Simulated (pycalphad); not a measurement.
An equivalent pycalphad script:

```python
from pycalphad import Database, equilibrium, calculate, variables as v
import numpy as np
db = Database('COST507.tdb')
comps = ['ZR', 'SI', 'VA']
phases = ['BCC_A2', 'DIAMOND_A4', 'HCP_A3', 'LIQUID', 'OMEGA', 'SI2ZR', 'SI2ZR3', 'SI3ZR5', 'SI4ZR5', 'SIZR', 'SIZR2', 'SIZR3']
eq = equilibrium(db, comps, phases, {v.X('SI'): 0.0492, v.T: np.arange(2800, 499, -40), v.P: 101325, v.N: 1}, output=['HM', 'SM'])
```

All values are pycalphad results on the COST 507 light-alloy database (1999) (1 atm), not direct measurements. The database dates from 1999; later assessments differ in places, in temperatures and in the compounds included. Phase fractions are per mole of atoms. Kinetics are ignored, which matters at the lower temperatures.

Results at three of the temperatures:

```
T = 2240.00 K, P = 101325 Pa, N = 1 mol of atoms
G = -177819 J/mol, H = 77979 J/mol, S = 114.20 J/(mol K)  (SER reference)
chemical potentials (J/mol): Zr -169513, Si -338346
phase             fraction      x(Zr)      x(Si)
LIQUID              1.0000     0.9508     0.0492
```

```
T = 1480.00 K, P = 101325 Pa, N = 1 mol of atoms
G = -101370 J/mol, H = 26616 J/mol, S = 86.48 J/(mol K)  (SER reference)
chemical potentials (J/mol): Zr -93385, Si -255680
phase             fraction      x(Zr)      x(Si)
BCC_A2              0.8032     1.0000   1.26e-12
SIZR3               0.1968     0.7500     0.2500
```

```
T = 960.00 K, P = 101325 Pa, N = 1 mol of atoms
G = -60085 J/mol, H = 7286 J/mol, S = 70.18 J/(mol K)  (SER reference)
chemical potentials (J/mol): Zr -50484, Si -245636
phase             fraction      x(Zr)      x(Si)
HCP_A3              0.8032     1.0000      1e-14
SIZR3               0.1968     0.7500     0.2500
```

Changes of the phase set, refined by bisection:

```tsv
T (K)	phases above	phases below
1982.1	liquid	bcc + liquid
1814.3	bcc + liquid	bcc + SIZR3
1139.0	bcc + SIZR3	hcp + SIZR3
```

Database names, with the compositions (at.%) that they take in these runs: SIZR3: Zr 75 Si 25. BCC_A2 is bcc; HCP_A3 is hcp.
